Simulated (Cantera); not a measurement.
A perfectly stirred reactor is fed with CH₄ : O₂ : N₂ = 1 : 2.5 : 9.4 (molar parts), equivalence ratio 0.80, at 8.70 bar; it is adiabatic with a 748 K inlet, and is followed from long to short residence time, starting on the burning branch (τ in s: 0.05, 0.029, 0.017, 0.01, 0.0059, 0.0034, 0.002, 0.0012, 0.00068, 0.0004, 0.00023, 0.00014, 7.9e-05).

Computed with Cantera and GRI-Mech 3.0 (53 species, 325 reactions).

Task: What does this change do: inlet temperature 748 to 475 K?

Result: 
| quantity | before | after |
|---|---|---|
| blow-out, bracketed by the residence times tried | burning at 79.0 µs, the shortest tried | burning at 79.0 µs, the shortest tried |
| x(CH₄) at τ = 50.0 ms | 7.48e-7 | 1.93e-6 |
| x(O₂) at τ = 50.0 ms | 0.0367 | 0.0382 |
| x(NO) at τ = 50.0 ms | 0.00422 | 0.000817 |
| x(CO₂) at τ = 50.0 ms | 0.0755 | 0.0769 |
| x(H₂O₂) at τ = 50.0 ms | 4.01e-7 | 2.55e-7 |
| x(CH₄) at τ = 2.00 ms | 1.59e-5 | 3.29e-5 |
| x(O₂) at τ = 2.00 ms | 0.0389 | 0.0391 |
| x(NO) at τ = 2.00 ms | 0.000631 | 0.000107 |
| x(CO₂) at τ = 2.00 ms | 0.0746 | 0.0756 |
| x(H₂O₂) at τ = 2.00 ms | 4.43e-7 | 3.65e-7 |

Task: What does this change do: pressure from 8.70 bar to 1.01 bar?

Result: 
```
quantity                                                                          before                                   after
------------------------------------------------  --------------------------------------  --------------------------------------
blow-out, bracketed by the residence times tried  burning at 79.0 µs, the shortest tried  burning at 79.0 µs, the shortest tried
x(CH₄) at τ = 50.0 ms                                                            7.48e-7                                 3.30e-6
x(O₂) at τ = 50.0 ms                                                              0.0367                                  0.0387
x(NO) at τ = 50.0 ms                                                             0.00422                                 0.00214
x(CO₂) at τ = 50.0 ms                                                             0.0755                                  0.0725
x(H₂O₂) at τ = 50.0 ms                                                           4.01e-7                                 1.26e-7
x(CH₄) at τ = 2.00 ms                                                            1.59e-5                                 4.34e-5
x(O₂) at τ = 2.00 ms                                                              0.0389                                  0.0429
x(NO) at τ = 2.00 ms                                                            0.000631                                0.000237
x(CO₂) at τ = 2.00 ms                                                             0.0746                                  0.0652
x(H₂O₂) at τ = 2.00 ms                                                           4.43e-7                                 1.57e-7
```
